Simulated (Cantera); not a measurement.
Cantera with NASA thermochemical tables; ideal gases at 1 bar, condensed phases pure. Values are per mole of reaction as written; species without (g) are pure solids or liquids, kept so even where they would boil at 1 bar.

Task: Between 350 and 550 K, where is each reaction favourable under standard conditions?
- 4 Al + O2(g) ⇌ 2 Al2O(g)
- 1.333 Ti + O2(g) ⇌ 0.6667 Ti2O3
- 2 Si + O2(g) ⇌ 2 SiO(g)

Result: 
- 4 Al + O2(g) ⇌ 2 Al2O(g): ΔG° is -355 kJ at 350 K and -391 kJ at 550 K; it stays negative (K > 1). ΔH° is -296 kJ and ΔS° 172 J/K at 550 K.
- 1.333 Ti + O2(g) ⇌ 0.6667 Ti2O3: ΔG° is -946 kJ at 350 K and -908 kJ at 550 K; it stays negative (K > 1). ΔH° is -1010 kJ and ΔS° -185 J/K at 550 K.
- 2 Si + O2(g) ⇌ 2 SiO(g): ΔG° is -264 kJ at 350 K and -299 kJ at 550 K; it stays negative (K > 1). ΔH° is -204 kJ and ΔS° 173 J/K at 550 K.
